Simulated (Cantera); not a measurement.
Equilibrium for fluorocarbon and chlorocarbon gases: CHF₃

Charge: 1 mol CHF₃, held at 1.00 bar.

Cantera equilibrium calculation (NASA polynomials, part measured and part estimated; ideal gas, pure solids and liquids). Candidate condensed phases: C, C₆H₆, C₇H₈, C₈H₁₈; 95 gas species. Gases not in the tables: C₂F₆ and larger saturated fluorocarbons. Rates play no part.

From 1102 °C to 1752 °C the condensed part is C(graphite). The main C-bearing gas is CF₄ throughout.

| T (°C) | log p HF | log p CF₄ | log p CF₂ | log p CF₃ | log p F | n C(graphite) |
|---|---|---|---|---|---|---|
| 1102 | -0.18 | -0.48 | -5.49 | -5.58 | -6.83 | 0.500 |
| 1152 | -0.18 | -0.48 | -5.12 | -5.28 | -6.40 | 0.500 |
| 1202 | -0.18 | -0.48 | -4.77 | -5.00 | -6.01 | 0.500 |
| 1252 | -0.18 | -0.48 | -4.45 | -4.73 | -5.64 | 0.500 |
| 1302 | -0.18 | -0.48 | -4.15 | -4.49 | -5.30 | 0.500 |
| 1352 | -0.18 | -0.48 | -3.86 | -4.25 | -4.98 | 0.500 |
| 1402 | -0.18 | -0.48 | -3.59 | -4.04 | -4.67 | 0.500 |
| 1452 | -0.18 | -0.48 | -3.34 | -3.83 | -4.39 | 0.500 |
| 1502 | -0.18 | -0.48 | -3.11 | -3.64 | -4.12 | 0.499 |
| 1552 | -0.18 | -0.48 | -2.88 | -3.46 | -3.86 | 0.499 |
| 1602 | -0.18 | -0.48 | -2.67 | -3.29 | -3.62 | 0.498 |
| 1652 | -0.18 | -0.48 | -2.47 | -3.13 | -3.39 | 0.497 |
| 1702 | -0.18 | -0.48 | -2.29 | -2.97 | -3.17 | 0.496 |
| 1752 | -0.18 | -0.49 | -2.11 | -2.83 | -2.97 | 0.494 |
log p: log10 of the partial pressure in bar; n: condensed amount in mol.
